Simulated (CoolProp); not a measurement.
Vapour-liquid equilibrium of CHF3 (R23) (1) + CH2F2 (R32) (2) at -11.45 °C; x and y are mole fractions of (1).

Model: multi-fluid Helmholtz-energy mixture model, Penoncello 2003 and Tillner-Roth 1997; pair parameters Bell 2016, in CoolProp.

| x | bubble pressure (kPa) | y at the bubble point | dew pressure at overall composition x (kPa) | liquid density (mol/L) |
|---|---|---|---|---|
| 0.05 | 612.2 | 0.128 | 575.3 | 20.77 |
| 0.15 | 730.3 | 0.327 | 623.3 | 20.28 |
| 0.25 | 849.8 | 0.474 | 679.6 | 19.80 |
| 0.35 | 970.5 | 0.588 | 746.6 | 19.31 |
| 0.45 | 1092 | 0.680 | 827.4 | 18.82 |
| 0.55 | 1215 | 0.755 | 926.5 | 18.32 |
| 0.65 | 1340 | 0.820 | 1050 | 17.81 |
| 0.75 | 1468 | 0.877 | 1206 | 17.30 |
| 0.85 | 1599 | 0.928 | 1406 | 16.77 |
| 0.95 | 1736 | 0.977 | 1659 | 16.21 |

No azeotrope shows between x = 0.05 and 0.95.

The pair parameters rest on a limited set of measurements; away from them the model extrapolates.
